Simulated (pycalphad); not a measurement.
Effect of Mg content in Al-Si-Mg

All values are pycalphad results on the COST 507 light-alloy database (1999) (1 atm), not direct measurements. The database dates from 1999; later assessments differ in places, in temperatures and in the compounds included. Phase fractions are per mole of atoms.

```csv
alloy,liquidus (K),first solid,solidus (K),phases at 500 K
Al-1.13Si-0.16Mg (at.%),926,fcc,864,"fcc 0.99, diamond (Si) 0.01, MG2SI under 0.01"
Al-1.13Si-0.25Mg (at.%),925,fcc,861,"fcc 0.99, diamond (Si) 0.01, MG2SI under 0.01"
Al-1.13Si-0.33Mg (at.%),925,fcc,858,"fcc 0.99, diamond (Si) 0.01, MG2SI under 0.01"
Al-1.13Si-0.49Mg (at.%),924,fcc,?,?
Al-1.13Si-0.66Mg (at.%),924,fcc,844,"fcc 0.98, MG2SI 0.01, diamond (Si) 0.01"
Al-1.13Si-0.99Mg (at.%),922,fcc,840,"fcc 0.98, MG2SI 0.01, diamond (Si) 0.01"
```

**Question.** What belongs in the gaps?

**Answer.** 
- Al-1.13Si-0.49Mg (at.%), solidus (K): 852
- Al-1.13Si-0.49Mg (at.%), phases at 500 K: fcc 0.98, diamond (Si) 0.01, MG2SI 0.01

Database names, with the compositions (at.%) that they take in these runs: MG2SI: Mg 67 Si 33.
